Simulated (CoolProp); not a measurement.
Vapour-liquid equilibrium of ethanol (1) + ethylbenzene (2) at 135.45 °C; x and y are mole fractions of (1).

The numbers come from the multi-fluid Helmholtz-energy mixture model, Schroeder 2014 and Zhou 2012; pair parameters Bell 2016 in CoolProp.

Question: Give the bubble pressure and the first vapour's composition at x = 0.15, 0.65, 0.85. Is there an azeotrope?

Answer: x = 0.15: 0.3360 MPa, y = 0.719; x = 0.65: 0.5654 MPa, y = 0.875; x = 0.85: 0.6226 MPa, y = 0.929. No azeotrope shows between x = 0.05 and 0.95.

The pair parameters rest on a limited set of measurements; away from them the model extrapolates. With so large a gap from Raoult's law the liquid may split in two, which this calculation doesn't test in full.
